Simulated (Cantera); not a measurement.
Feed: 1 mol Cr, 6.6 mol O2, 2.2 mol N2, at 2150 K and 1.70e-6 bar.

Equilibrium computed with Cantera from the NASA thermochemical tables; the gas is ideal and each condensed phase is pure. Candidate condensed phases: Cr, CrN, Cr2N, Cr2O3; 14 gas species. Kinetics and transport are ignored.

Base state: O 0.603, O2 0.162, N2 0.158, Cr 0.0453, CrO 0.0227, CrO2 0.00493, NO 0.00442 (mole fractions); condensed: gas only.

Q: What changes in the equilibrium state with this change: temperature from 2150 K to 2750 K?

A: 
| species | before | after |
|---|---|---|
| O | 0.603 | 0.803 |
| N2 | 0.158 | 0.134 |
| Cr | 0.0453 | 0.0609 |
| O2 | 0.162 | 0.000556 |
| CrO | 0.0227 | 0.000127 |
| CrO2 | 0.00493 | 6.60e-8 |
| N | 2.06e-6 | 0.000673 |
| NO | 0.00442 | 0.000725 |
